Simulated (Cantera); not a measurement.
A jet of 3.14 % H2, 8.40 % O2, 88.5 % N2 at 300 K and 25.5 Torr hits a platinum plate 3.1 cm away at a mass flux of 0.11 kg/m²/s; the plate temperature is set and raised in steps from an oxygen-covered start.

Cantera simulation using Deutschmann's 1995 Pt surface mechanism with GRI-Mech 3.0 gas chemistry; the numbers are that mechanism's predictions, not measurements. Catalytic surfaces can have several steady states; this one follows from the mechanism file's or the stated starting coverage.

One state of this run: wall x H2 = 0.00367; wall x O2 = 0.0546; wall x H2O = 0.0524; wall x OH = 1.84e-8; θ free Pt = 0.251; θ O* = 0.748; θ OH* = 0.00154. x: mole fraction at the wall; θ: surface coverage.

Q: Which value of plate T (K) does it belong to?
A. 850
B. 750
C. 950
D. 900

A: A, 850
